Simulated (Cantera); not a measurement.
## Thermodynamics of chlorosilane synthesis and conversion, feed SiCl4 + Cl2 + H2

Feed: 1 mol SiCl4, 1.2 mol Cl2, 1.2 mol H2, equilibrated at 1673.15 K.

Method: chemical equilibrium by Gibbs-energy minimisation in Cantera with the NASA 1993 tables (ideal gas, pure condensed phases). Candidate condensed phases: Si; 19 gas species. The tables' values for SiCl3 are old estimates; treat these amounts as uncertain. The numbers say what is thermodynamically allowed, not how fast it happens.

From 0.100 bar to 30.0 bar nothing is condensed. The main Si-bearing gas is SiCl4 throughout.

| P (Pa) | x HCl | x SiCl4 | x Cl | x SiCl3 |
|---|---|---|---|---|
| 10000 | 0.697 | 0.279 | 0.0120 | 0.0108 |
| 26000 | 0.700 | 0.285 | 0.00729 | 0.00696 |
| 67000 | 0.702 | 0.288 | 0.00445 | 0.00448 |
| 170000 | 0.703 | 0.290 | 0.00274 | 0.00289 |
| 450000 | 0.704 | 0.292 | 0.00166 | 0.00181 |
| 1200000 | 0.704 | 0.293 | 0.000998 | 0.00113 |
| 3000000 | 0.705 | 0.293 | 0.000623 | 0.000727 |
x: gas mole fraction; nothing condenses.
